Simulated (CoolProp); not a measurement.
Vapour-liquid equilibrium of acetone (1) + dimethyl carbonate (2) at 0.127 MPa; x and y are mole fractions of (1).

Computed with CoolProp (multi-fluid Helmholtz-energy mixture model, Lemmon 2006 and Zhou 2011; pair parameters Bell 2016).

```tsv
x	bubble temperature, mixture model (K)	bubble temperature, Raoult's law (K)	y, mixture model	y, Raoult's law
0.05	367.4	367.7	0.134	0.127
0.15	362.0	362.7	0.337	0.333
0.25	357.6	358.3	0.486	0.491
0.35	353.8	354.3	0.601	0.614
0.45	350.5	350.7	0.695	0.711
0.55	347.4	347.5	0.772	0.789
0.65	344.6	344.5	0.838	0.852
0.75	341.9	341.8	0.894	0.904
0.85	339.4	339.4	0.942	0.948
0.95	337.1	337.1	0.982	0.984
```

The largest gap from Raoult's law is -0.7 K in bubble temperature, at x = 0.15. No azeotrope shows between x = 0.05 and 0.95.

Pair parameters are fitted to limited data, so mixtures are less certain than the pure fluids.
